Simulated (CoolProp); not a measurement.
n-decane along the isobar 2460 kPa: Z from the reference equation and from simpler models built on Tc = 344.5 °C, pc = 2101 kPa, ω = 0.488; each cubic takes its own stable root.

The numbers come from the reference Helmholtz-energy equation of state, Lemmon 2006 in CoolProp. It is a short technical equation, of lower accuracy than the large ones.

| T (°C) | phase | reference |
|---|---|---|
| 284.35 | liquid | 0.1535 |
| 292.15 | liquid | 0.1550 |
| 299.95 | liquid | 0.1568 |
| 307.75 | liquid | 0.1592 |
| 315.55 | liquid | 0.1624 |
| 323.35 | liquid | 0.1666 |
| 331.25 | liquid | 0.1725 |
| 339.05 | liquid | 0.1811 |
| 346.85 | supercritical | 0.1962 |

Question: How far does each simpler model (van der Waals, Soave-Redlich-Kwong, Peng-Robinson) lie from the reference over these 9 states: mean and median of the absolute difference, and the worst?

Answer: 
- van der Waals: mean 69.2 %, median 71.2 %, worst +74.7 % at 284.35 °C and 2460 kPa
- Soave-Redlich-Kwong: mean 27.4 %, median 26.5 %, worst +35.3 % at 346.85 °C and 2460 kPa
- Peng-Robinson: mean 13.8 %, median 12.6 %, worst +22.9 % at 346.85 °C and 2460 kPa
